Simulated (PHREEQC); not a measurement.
0.034 g of hydrous ferric oxide (600 m²/g; 0.2 weak and 0.005 strong sites per Fe, Dzombak-Morel constants, diffuse double layer) in 1 kg of water with 0.001 mol/kgw of an inert sodium salt and 0.00018 mmol/kgw NiCl2, at 25 °C; the pH is set by adding NaOH or the inert anion's acid. O2 is buffered at 0.21 atm. The system is closed to CO2. Nothing may precipitate in this run.

The series has 17 steps of pH, from 3 to 9.

All values are PHREEQC results (ion-association model, wateq4f.dat), not measurements.

### Question
Near which pH is half of the Ni sorbed, and on which side is more sorbed?

### Answer
Near pH 6.8, with more sorbed at higher pH.

The oxide is taken as insoluble; below pH 4 it would dissolve.
